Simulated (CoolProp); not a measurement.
Computed with CoolProp (reference Helmholtz-energy equation of state, Wagner 2002).

Question: Give the vapour pressure (MPa), vapour density (kg/m³), liquid cp (kJ/(kg K)), surface tension (mN/m) of saturated water at 512.3, 552.2, 580.8 K.

Answer: 
```csv
T (K),p (MPa),vapour density (kg/m³),liquid cp (kJ/(kg K)),surface tension (mN/m)
512.3,3.30,16.5,4.76,28.4
552.2,6.33,32.6,5.27,19.0
580.8,9.55,52.4,6.00,12.5
```

Surface tension comes from a separate correlation (Mulero 2012).
